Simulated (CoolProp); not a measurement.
Model: reference Helmholtz-energy equation of state, Penoncello 2003, in CoolProp.

Give the vapour pressure (bar), vapour density (kg/m³), enthalpy of vaporisation (kJ/kg), vapour viscosity (µPa s) of saturated CHF3 (R23) at 224, 227.9 K.


| T (K) | p (bar) | vapour density (kg/m³) | enthalpy of vaporisation (kJ/kg) | vapour viscosity (µPa s) |
|---|---|---|---|---|
| 224 | 4.96 | 21.1 | 209 | 11.3 |
| 227.9 | 5.79 | 24.6 | 205 | 11.5 |

Viscosity comes from a separate model (Shan 2000).
